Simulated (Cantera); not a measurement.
Cantera run, input and output.

```python
import numpy as np
import cantera as ct

gas = ct.Solution("gri30.yaml")


def delay(T, t_max=10):
    gas.TPX = T, 85000, {'C3H8': 1, 'O2': 3.85, 'N2': 14.5, 'H2O': 0.047}
    reactor = ct.IdealGasConstPressureReactor(gas, clone=False)
    net = ct.ReactorNet([reactor])
    net.rtol, net.atol = 1e-8, 1e-16
    while net.time < t_max:
        t_old, T_old = net.time, reactor.T
        net.step()
        if reactor.T > T + 400:  # ignition: a rise of 400 K
            return t_old + (T + 400 - T_old) / (reactor.T - T_old) * (net.time - t_old)
    return np.nan


taus = []
for T in [1125, 1175, 1225, 1275, 1325, 1375, 1425, 1475, 1525, 1575]:
    taus.append(delay(T))
    print(f"T0 = {T:6g} K   tau = {taus[-1]:.4e} s")
```

Result:

```
T0 =   1125 K   tau = 3.4793e-02 s
T0 =   1175 K   tau = 1.1562e-02 s
T0 =   1225 K   tau = 4.1853e-03 s
T0 =   1275 K   tau = 1.6716e-03 s
T0 =   1325 K   tau = 7.3966e-04 s
T0 =   1375 K   tau = 3.6183e-04 s
T0 =   1425 K   tau = 1.9450e-04 s
T0 =   1475 K   tau = 1.1390e-04 s
T0 =   1525 K   tau = 7.1953e-05 s
T0 =   1575 K   tau = 4.8523e-05 s
```

Model: GRI-Mech 3.0 (53 species, 325 reactions), integrated in Cantera. GRI-Mech 3.0 was tuned for natural gas; its chemistry of propane as a main component is partial and can be far from experiment.
